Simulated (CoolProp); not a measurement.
Vapour-liquid equilibrium of R113 (1) + n-heptane (2) at 128.05 °C; x and y are mole fractions of (1).

The numbers come from the multi-fluid Helmholtz-energy mixture model, Marx 1992 and Span 2003; pair parameters Bell 2016 in CoolProp.

Q: Give the bubble pressure and the first vapour's composition at x = 0.2, 0.8, 0.95. Is there an azeotrope?

A: x = 0.2: 0.3561 MPa, y = 0.464; x = 0.8: 0.6955 MPa, y = 0.909; x = 0.95: 0.7758 MPa, y = 0.977. No azeotrope shows between x = 0.05 and 0.95.

Pair parameters are fitted to limited data, so mixtures are less certain than the pure fluids.
